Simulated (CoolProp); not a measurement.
Vapour-liquid equilibrium of n-octane (1) + p-xylene (2) at 241.65 °C; x and y are mole fractions of (1).

Model: multi-fluid Helmholtz-energy mixture model, Beckmüller 2019 and Zhou 2012; pair parameters Bell 2016, in CoolProp.

```tsv
x	bubble pressure, mixture model (MPa)	bubble pressure, Raoult's law (MPa)	y, mixture model	y, Raoult's law
0.05	0.8876	0.8789	0.067	0.064
0.2	___	0.9184	0.246	0.246
0.35	0.9926	0.9580	0.401	0.413
0.5	1.033	0.9975	0.544	0.566
0.65	___	1.037	___	0.708
0.8	1.096	1.077	0.818	0.839
0.95	1.122	1.116	0.954	0.961
```

Problem. What belongs in the gaps?

Solution. 
- 0.2, bubble pressure, mixture model (MPa): 0.9449
- 0.65, bubble pressure, mixture model (MPa): 1.067
- 0.65, y, mixture model: 0.682

The largest gap from Raoult's law is +3.6 % in bubble pressure, at x = 0.35. No azeotrope shows between x = 0.05 and 0.95.

The pair parameters rest on a limited set of measurements; away from them the model extrapolates.
